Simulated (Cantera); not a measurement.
A perfectly stirred reactor is fed with CH4 : H2O : H2 = 1 : 4.4 : 0.43 (molar parts), at 750 Torr; it is held at 1575 K, and followed from long to short residence time.

Cantera simulation using GRI-Mech 3.0 (53 species, 325 reactions); the numbers are that mechanism's predictions, not measurements.

What does this change do: pressure from 750 Torr to 8250 Torr?


```tsv
quantity	before	after
x(CH4) at τ = 1.20 s	0.0478	0.0650
x(H2O) at τ = 1.20 s	0.582	0.562
x(H2) at τ = 1.20 s	0.297	0.301
x(O) at τ = 1.20 s	5.19e-11	7.16e-12
x(CH2O) at τ = 1.20 s	1.26e-6	1.29e-6
x(CH4) at τ = 23.0 ms	0.142	0.121
x(H2O) at τ = 23.0 ms	0.735	0.718
x(H2) at τ = 23.0 ms	0.110	0.137
x(O) at τ = 23.0 ms	1.13e-10	1.04e-11
x(CH2O) at τ = 23.0 ms	8.08e-6	5.98e-6
```

What does this change do: CH4 1 to 8.2 parts?


| quantity | before | after |
|---|---|---|
| x(CH4) at τ = 1.20 s | 0.0478 | 0.124 |
| x(H2O) at τ = 1.20 s | 0.582 | 0.180 |
| x(H2) at τ = 1.20 s | 0.297 | 0.526 |
| x(O) at τ = 1.20 s | 5.19e-11 | 4.66e-12 |
| x(CH2O) at τ = 1.20 s | 1.26e-6 | 3.17e-7 |
| x(CH4) at τ = 23.0 ms | 0.142 | 0.478 |
| x(H2O) at τ = 23.0 ms | 0.735 | 0.308 |
| x(H2) at τ = 23.0 ms | 0.110 | 0.165 |
| x(O) at τ = 23.0 ms | 1.13e-10 | 1.55e-11 |
| x(CH2O) at τ = 23.0 ms | 8.08e-6 | 3.10e-6 |
GRI-Mech 3.0 stops at C3 and has no aromatics, soot or wall deposition, so with more carbon than oxygen in the feed, carbon stays in small species such as C2H2 where larger ones or solid carbon would form.
